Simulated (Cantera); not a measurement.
A Cantera script and its output.

```python
import numpy as np
import cantera as ct

gas = ct.Solution("gri30.yaml")
gas.TPX = 1398, 100000, {'CH2O': 0.0029, 'O2': 0.0051, 'N2': 1}
reactor = ct.IdealGasConstPressureReactor(gas, energy="off", clone=False)
net = ct.ReactorNet([reactor])
net.rtol, net.atol = 1e-08, 1e-18
show = ['CH2O', 'O2', 'NO', 'CH3', 'CH2CO', 'C2H6', 'HCO']
times = np.geomspace(0.0005, 7, 13)

steps = ct.SolutionArray(gas, extra=["t"])
rows = []
print(f"{'t/s':>10s}{'T/K':>9s}{'P/Pa':>11s}" + "".join(f"{s:>11s}" for s in show))
for t in times:
    while net.time < t:
        t_next = net.step()
        steps.append(gas.state, t=t_next)
    rows.append([np.interp(t, steps.t, y) for y in (steps.T, steps.P, *steps(*show).X.T)])
    print(f"{t:10.3e}{rows[-1][0]:9.1f}{rows[-1][1]:11.4g}" + "".join(f"{x:11.3e}" for x in rows[-1][2:]))
rate = np.gradient(steps.T, steps.t)
print("integrator steps:", len(steps.t))
if steps.T.max() > steps.T[0] + 200:
    print(f"time of steepest temperature rise: {steps.t[rate.argmax()]:.4e} s")
gas.TPX = 1398, 100000, {'CH2O': 0.0029, 'O2': 0.0051, 'N2': 1}
gas.equilibrate("TP")
print(f"equilibrium (TP): T = {gas.T:.1f} K  " + "  ".join(f"{s} {gas[s].X[0]:.3e}" for s in show))
```

Result:

```
       t/s      T/K       P/Pa       CH2O         O2         NO        CH3      CH2CO       C2H6        HCO
 5.000e-04   1398.0      1e+05  1.908e-03  4.901e-03  2.132e-12  1.897e-09  7.251e-11  4.542e-15  2.176e-06
 1.108e-03   1398.0      1e+05  1.619e-11  3.492e-03  8.445e-08  2.985e-12  9.564e-15  3.687e-21  3.152e-09
 2.455e-03   1398.0      1e+05  5.061e-12  2.861e-03  8.477e-07  2.019e-16  7.673e-19  1.189e-25  1.354e-09
 5.439e-03   1398.0      1e+05  8.190e-13  2.472e-03  1.412e-06  1.196e-17  4.876e-20 -2.192e-26  2.537e-10
 1.205e-02   1398.0      1e+05  4.690e-14  2.277e-03  1.615e-06  9.664e-20  4.143e-22 -4.641e-33  2.050e-11
 2.670e-02   1398.0      1e+05  1.453e-15  2.205e-03  1.679e-06  2.678e-22  5.903e-25 -4.411e-40  9.733e-13
 5.916e-02   1398.0      1e+05  4.281e-17  2.185e-03  1.705e-06 -9.514e-23 -1.329e-26  4.711e-39  3.582e-14
 1.311e-01   1398.0      1e+05  1.751e-18  2.181e-03  1.716e-06 -3.190e-21 -1.205e-24  5.951e-35  1.233e-15
 2.904e-01   1398.0      1e+05 -6.756e-20  2.181e-03  1.721e-06  1.980e-19 -1.987e-23  1.057e-31  5.144e-17
 6.435e-01   1398.0      1e+05 -1.162e-19  2.181e-03  1.724e-06  1.594e-19  2.015e-25  1.157e-31  3.368e-18
 1.426e+00   1398.0      1e+05 -5.511e-21  2.181e-03  1.726e-06 -4.346e-22 -2.316e-25  1.649e-30  4.253e-19
 3.159e+00   1398.0      1e+05  1.657e-21  2.181e-03  1.727e-06  8.597e-22 -8.808e-28  4.345e-32  1.435e-19
 7.000e+00   1398.0      1e+05 -1.917e-20  2.181e-03  1.727e-06  3.926e-21 -4.015e-27 -6.484e-32  1.155e-19
integrator steps: 1937
equilibrium (TP): T = 1398.0 K  CH2O 7.358e-22  O2 2.141e-03  NO 8.159e-05  CH3 3.945e-33  CH2CO 1.159e-37  C2H6 3.777e-60  HCO 1.165e-19
```

Detailed kinetics in Cantera: GRI-Mech 3.0 (53 species, 325 reactions).
